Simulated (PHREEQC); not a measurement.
Model water analysis in mg/kgw, 25 °C, pH 3.39, pe 8.7: Na 305; K 1.18; Ca 19.7; Mg 313; Cl 228; S(6) as SO4 1610; Mn(2) 0.292.

Cl is adjusted to close the charge balance.
Valence states are taken as typed.

All values are PHREEQC results (ion-association model, phreeqc.dat), not measurements.

No solid was allowed to form.

### Question
Order these Mn species by the share of Mn that they hold, largest first: MnCl+, Mn+2, MnSO4.

### Answer
Mn+2 (69 %), MnSO4 (30 %), MnCl+ (0.97 %)

### Question
Order these S species by the share of S that they hold, largest first: CaSO4, SO4-2, HSO4-, NaSO4-, MgSO4.

### Answer
SO4-2 (67 %), MgSO4 (28 %), NaSO4- (2.0 %), HSO4- (1.5 %), CaSO4 (0.88 %)

The pH is 3.39 and the ionic strength 0.0502 mol/kgw.
